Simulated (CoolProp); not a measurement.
A Linde-Hampson liquefier for CF4 (R14): isothermal reversible compression at 320 K from 1 atm to 10 MPa, throttling to 1 atm, return gas leaving the recuperator 5 K below the feed. Each further row changes one setting.

Computed with CoolProp (reference Helmholtz-energy equation of state, Platzer 1990). This equation is an older, rougher fit; its heat capacities, sound speeds and derivatives of the liquid may be far off and weren't checked against measurements.

```csv
case,liquid yield per pass,compression work (kJ/kg of gas)
as stated,0.131,131
high pressure 20 MPa,0.214,148
warm-end temperature 350 K,0.093,146
warm-end gap 10 K,0.118,131
```
